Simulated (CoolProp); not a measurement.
Vapour-liquid equilibrium of dimethyl ether (1) + ethanol (2) at 9.35 °C; x and y are mole fractions of (1).

Computed with CoolProp (multi-fluid Helmholtz-energy mixture model, Wu 2011 and Schroeder 2014; pair parameters Bell 2016).

```csv
x,bubble pressure (MPa),y at the bubble point,dew pressure at overall composition x (MPa),liquid density (mol/L)
0.05,0.03433,[?],0.003177,17.25
0.125,0.07740,0.964,0.003448,17.11
0.2,0.1158,0.977,0.003771,16.98
0.275,0.1495,0.983,0.004159,16.84
0.35,0.1791,[?],0.004638,16.69
0.425,0.2048,0.989,0.005240,16.53
0.5,0.2274,0.991,0.006021,16.36
0.575,0.2476,0.992,0.007077,16.19
0.65,0.2663,0.994,0.008581,[?]
0.725,0.2844,0.995,0.01090,15.80
0.8,0.3031,0.996,0.01492,15.58
0.875,0.3235,0.997,0.02366,15.34
0.95,0.3472,0.999,0.05698,15.08
```

Some entries are withheld; supply them.


- 0.05, y at the bubble point: 0.915
- 0.35, y at the bubble point: 0.987
- 0.65, liquid density (mol/L): 16.00

No azeotrope shows between x = 0.05 and 0.95.

Pair parameters are fitted to limited data, so mixtures are less certain than the pure fluids. With so large a gap from Raoult's law the liquid may split in two, which this calculation doesn't test in full.
